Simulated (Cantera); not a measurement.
An isothermal, constant-pressure homogeneous reactor starts with 32.4 % H2, 67.6 % O2, at 925 K and 1.05 Torr.

Model: the H2/O2 subset of GRI-Mech 3.0, which has no nitrogen chemistry, integrated in Cantera. Radical loss at walls, strong at low pressure, is not modelled. Below about 950 K walls govern HO2 and H2O2 in real vessels. The temperature is held fixed by assumption; the heat of reaction is taken as removed at once.

x: mole fraction; the columns are a selection and need not sum to one.

```csv
t (s),x H2,x O2,x H2O2,x O,x OH
0.000100,0.324,0.676,<1e-12,<1e-12,<1e-12
0.000224,0.324,0.676,<1e-12,<1e-12,<1e-12
0.000502,0.324,0.676,<1e-12,<1e-12,<1e-12
0.00112,0.324,0.676,<1e-12,3.67e-12,1.60e-12
0.00252,0.324,0.676,<1e-12,1.60e-11,5.55e-12
0.00564,0.324,0.676,<1e-12,8.95e-11,2.80e-11
0.0126,0.324,0.676,<1e-12,1.55e-9,4.74e-10
0.0283,0.324,0.676,3.86e-12,6.62e-7,(withheld)
0.0634,0.103,0.584,3.21e-8,0.0254,(withheld)
0.142,0.0142,0.554,1.91e-8,0.0408,(withheld)
0.318,0.00967,0.582,3.13e-8,0.0238,(withheld)
0.712,0.00298,0.606,5.65e-8,0.00670,(withheld)
1.59,0.000374,0.612,7.10e-8,0.000803,(withheld)
3.57,4.27e-5,0.613,4.48e-8,9.09e-5,(withheld)
8.00,7.09e-6,0.613,2.21e-8,1.59e-5,(withheld)
```

Problem. Some entries are withheld; supply them.

Solution. 
- 0.0283, x OH: 2.02e-7
- 0.0634, x OH: 0.00496
- 0.142, x OH: 0.00355
- 0.318, x OH: 0.00299
- 0.712, x OH: 0.00163
- 1.59, x OH: 0.000536
- 3.57, x OH: 0.000178
- 8.00, x OH: 7.48e-5
